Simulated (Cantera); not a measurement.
## Adiabatic ignition

An adiabatic, constant-pressure homogeneous reactor starts with 17.4 % CH4, 17.4 % O2, 65.3 % N2, equivalence ratio 2.0, at 1050 K and 54000 Pa.

Cantera simulation using GRI-Mech 3.0 (53 species, 325 reactions); the numbers are that mechanism's predictions, not measurements.

| t (s) | T (K) | x CH4 | x O2 | x C2H2 | x CH3 | x N2O |
|---|---|---|---|---|---|---|
| 2.00e-6 | 1050 | 0.174 | 0.174 | <1e-12 | 5.79e-11 | <1e-12 |
| 6.32e-6 | 1050 | 0.174 | 0.174 | <1e-12 | 1.83e-10 | <1e-12 |
| 2.00e-5 | 1050 | 0.174 | 0.174 | <1e-12 | 5.80e-10 | <1e-12 |
| 6.32e-5 | 1050 | 0.174 | 0.174 | <1e-12 | 1.84e-9 | <1e-12 |
| 0.000200 | 1050 | 0.174 | 0.174 | <1e-12 | 5.89e-9 | <1e-12 |
| 0.000632 | 1050 | 0.174 | 0.174 | <1e-12 | 1.93e-8 | <1e-12 |
| 0.00200 | 1050 | 0.174 | 0.174 | <1e-12 | 6.89e-8 | <1e-12 |
| 0.00632 | 1050 | 0.174 | 0.174 | <1e-12 | 3.07e-7 | <1e-12 |
| 0.0200 | 1050 | 0.174 | 0.174 | <1e-12 | 1.15e-6 | <1e-12 |
| 0.0632 | 1050 | 0.174 | 0.174 | 1.04e-12 | 1.41e-6 | 2.29e-12 |
| 0.200 | 1050 | 0.174 | 0.174 | 2.93e-11 | 1.85e-6 | 1.13e-11 |
| 0.632 | 1054 | 0.173 | 0.173 | 2.58e-9 | 3.73e-6 | 9.90e-11 |
| 2.00 | 2143 | 2.38e-11 | 7.02e-7 | <1e-12 | 6.25e-12 | 6.20e-10 |
x: mole fraction; the columns are a selection and need not sum to one.

```yaml
time_of_steepest_temperature_rise: 1.24 s
temperature at 2.00 s: 2143 K
equilibrium_temperature: 2143 K
x(CH4) at 2.00 s: 2.38e-11 (gas-phase equilibrium 2.71e-11)
x(O2) at 2.00 s: 7.02e-7 (gas-phase equilibrium 7.02e-7)
x(C2H2) at 2.00 s: <1e-12 (gas-phase equilibrium <1e-12)
```
